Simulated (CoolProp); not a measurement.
Vapour-liquid equilibrium of isobutane (1) + acetone (2) at 0.15 MPa; x and y are mole fractions of (1).

Computed with CoolProp (multi-fluid Helmholtz-energy mixture model, Bücker 2006 and Lemmon 2006; pair parameters Bell 2016).

| x | bubble temperature, mixture model (K) | bubble temperature, Raoult's law (K) | y, mixture model | y, Raoult's law |
|---|---|---|---|---|
| 0.05 | 314.2 | 332.4 | 0.613 | 0.285 |
| 0.125 | 292.1 | 321.6 | 0.851 | 0.549 |
| 0.2 | 282.6 | 312.8 | 0.908 | 0.702 |
| 0.275 | 278.4 | 305.7 | 0.928 | 0.796 |
| 0.35 | 276.5 | 299.8 | 0.936 | 0.857 |
| 0.425 | 275.8 | 294.7 | 0.939 | 0.898 |
| 0.5 | 275.6 | 290.4 | 0.940 | 0.927 |
| 0.575 | 275.5 | 286.7 | 0.940 | 0.948 |
| 0.65 | 275.3 | 283.4 | 0.941 | 0.964 |
| 0.725 | 275.0 | 280.4 | 0.944 | 0.975 |
| 0.8 | 274.5 | 277.8 | 0.949 | 0.984 |
| 0.875 | 273.6 | 275.4 | 0.960 | 0.991 |
| 0.95 | 272.6 | 273.2 | 0.979 | 0.997 |

The largest gap from Raoult's law is -30.2 K in bubble temperature, at x = 0.2. No azeotrope shows between x = 0.05 and 0.95.

Pair parameters are fitted to limited data, so mixtures are less certain than the pure fluids. With so large a gap from Raoult's law the liquid may split in two, which this calculation doesn't test in full.
